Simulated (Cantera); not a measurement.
Premixed flame

A freely propagating, adiabatic, planar premixed flame of 8.33 % CO, 0.608 % H2, 6.75 % CH4, 18.3 % O2, 66.0 % N2, equivalence ratio 0.98, unburnt at 398 K and 900 Torr; mixture-averaged transport, grid criteria slope 0.08 and curve 0.16, no radiation.

Detailed kinetics in Cantera: GRI-Mech 3.0 (53 species, 325 reactions). Burning velocities carry a grid error of a few per cent, more on coarse grids.

| z (mm) | T (K) | u (m/s) | x CO | x H2 | x CH4 | x C2H4 | x HCO | x OH |
|---|---|---|---|---|---|---|---|---|
| -0.893 | 398 | 0.797 | 0.0833 | 0.00625 | 0.0675 | <1e-8 | <1e-8 | <1e-8 |
| -0.595 | 398 | 0.798 | 0.0833 | 0.00671 | 0.0674 | <1e-8 | <1e-8 | <1e-8 |
| -0.447 | 400 | 0.802 | 0.0832 | 0.00743 | 0.0673 | 3.80e-8 | <1e-8 | <1e-8 |
| -0.298 | 422 | 0.848 | 0.0831 | 0.00933 | 0.0662 | 8.70e-7 | <1e-8 | 4.17e-8 |
| -0.149 | 732 | 1.48 | 0.0847 | 0.0136 | 0.0530 | 3.10e-5 | 1.62e-7 | 4.85e-5 |
| -0.0744 | 1165 | 2.37 | 0.0896 | 0.0160 | 0.0320 | 9.95e-5 | 7.17e-6 | 0.000341 |
| 0 | 1599 | 3.26 | 0.0928 | 0.0159 | 0.00820 | 8.96e-5 | 4.96e-5 | 0.00244 |
| 0.0744 | 1788 | 3.63 | 0.0803 | 0.0121 | 0.000587 | 4.69e-6 | 1.58e-5 | 0.00617 |
| 0.149 | 1858 | 3.74 | 0.0649 | 0.0103 | 2.10e-5 | 5.44e-8 | 1.01e-6 | 0.00805 |
| 0.298 | 1940 | 3.87 | 0.0495 | 0.0101 | 4.22e-8 | <1e-8 | 1.19e-7 | 0.00903 |
| 0.595 | 2037 | 4.04 | 0.0410 | 0.00926 | <1e-8 | <1e-8 | 6.65e-8 | 0.00912 |
| 1.19 | 2137 | 4.21 | 0.0355 | 0.00753 | <1e-8 | <1e-8 | 3.25e-8 | 0.00844 |
| 2.38 | 2224 | 4.35 | 0.0293 | 0.00578 | <1e-8 | <1e-8 | 1.43e-8 | 0.00733 |
x: mole fraction of selected species; z is measured from the peak of heat release.

* **laminar burning velocity**: 79.7 cm/s
* **thermal thickness**: 0.298 mm
* **peak x(C2H4)**: 0.000127
* **peak x(HCO)**: 5.06e-5
* **peak x(OH)**: 0.00919
* **grid points**: 154
